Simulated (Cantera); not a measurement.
A Cantera script and what it prints.

```python
import numpy as np
import cantera as ct

gas_names = [...]  # 113 gases of nasa_gas.yaml made of C, Cu, H, O
cond_names = """
    C(gr) C6H6(L) C7H8(L) C8H18(L),n-octa Cu(cr) Cu(L) CuO(s) CuO2H2(s) Cu2O(s) Cu2O(L) H2O(s) H2O(L)
""".split()


# ... load() reads the species with a 1 bar reference pressure and builds the phases ...
atoms = {
    'CuO': {'Cu': 1, 'O': 1},
    'CH4': {'C': 1, 'H': 4},
    'H2': {'H': 2},
}
top_T = {'C(gr)': 4500, 'CuO(s)': 1390}  # K; cautious upper limits of use, not melting points


# ... equilibrate(T, P, feed) seeds the gas with the atoms and calls Mixture.equilibrate('TP', solver="vcs", rtol=1e-11, max_steps=5000) ...
results = []
feed = {'CuO': 1, 'CH4': 2.5, 'H2': 3.3}  # mol
P = 4100  # Pa
for T in [900, 1000, 1100, 1200, 1300, 1400, 1500, 1600, 1700, 1800, 1900, 2000, 2100, 2200]:
    mix = equilibrate(T, P, feed)
    results.append((T, P, feed, dict(zip(mix.species_names, mix.species_moles))))

top = {s: max(r[3][s] / sum(r[3][g] for g in gas_names) for r in results) for s in gas_names}
cols = sorted((s for s in top if top[s] > 1e-05), key=lambda s: -top[s])[:9]
seen = [c for c in cond_names if any(r[3].get(c, 0) > 1e-12 for r in results)]
print("log10 of partial pressures in bar; condensed amounts in mol")
print(f"{'T/K':>10s}" + "".join(f"{s[:9]:>10s}" for s in cols + seen))
for T, P, feed, n in results:
    ng = sum(n[g] for g in gas_names)
    print(f"{T:10.4g}" + "".join(f"{np.log10(max(n[s] / ng * P / 1e5, 1e-99)):10.3f}" for s in cols)
          + "".join(f"{n.get(c, 0):10.4g}" for c in seen))
```

It prints:

```
log10 of partial pressures in bar; condensed amounts in mol
       T/K        H2        CO        Cu         H       CH4       H2O       CO2 C2H2,acet       Cu2     C(gr)    Cu(cr)     Cu(L)
       900    -1.442    -2.401   -12.744   -10.653    -3.389    -3.457    -4.055   -11.692   -19.328     1.506         1         0
      1000    -1.438    -2.362   -10.807    -9.363    -3.897    -4.203    -4.970   -10.381   -16.570     1.488         1         0
      1100    -1.437    -2.357    -9.225    -8.306    -4.319    -4.842    -5.768    -9.313   -14.322     1.493         1         0
      1200    -1.437    -2.356    -7.911    -7.423    -4.675    -5.379    -6.435    -8.425   -12.458     1.496         1         0
      1300    -1.437    -2.356    -6.802    -6.675    -4.978    -5.833    -6.998    -7.676   -10.888     1.498         1         0
      1400    -1.437    -2.356    -5.870    -6.031    -5.238    -6.221    -7.477    -7.035    -9.580     1.499         0    0.9997
      1500    -1.437    -2.356    -5.085    -5.473    -5.464    -6.558    -7.890    -6.481    -8.492     1.499         0    0.9981
      1600    -1.437    -2.356    -4.401    -4.983    -5.662    -6.852    -8.249    -5.998    -7.546     1.499         0     0.991
      1700    -1.439    -2.358    -3.799    -4.551    -5.838    -7.113    -8.565    -5.573    -6.716     1.498         0    0.9637
      1800    -1.443    -2.362    -3.266    -4.168    -6.000    -7.350    -8.851    -5.199    -5.984     1.497         0     0.875
      1900    -1.456    -2.374    -2.792    -3.828    -6.162    -7.579    -9.121    -4.874    -5.332     1.494         0    0.6155
      2000    -1.485    -2.401    -2.405    -3.531    -6.342    -7.817    -9.395    -4.599    -4.827     1.487         0         0
      2100    -1.488    -2.403    -2.405    -3.251    -6.458    -7.987    -9.595    -4.329    -5.071     1.476         0         0
      2200    -1.494    -2.405    -2.406    -2.996    -6.569    -8.143    -9.777    -4.085    -5.297     1.458         0         0
```

Method: chemical equilibrium by Gibbs-energy minimisation in Cantera with the NASA 1993 tables (ideal gas, pure condensed phases).
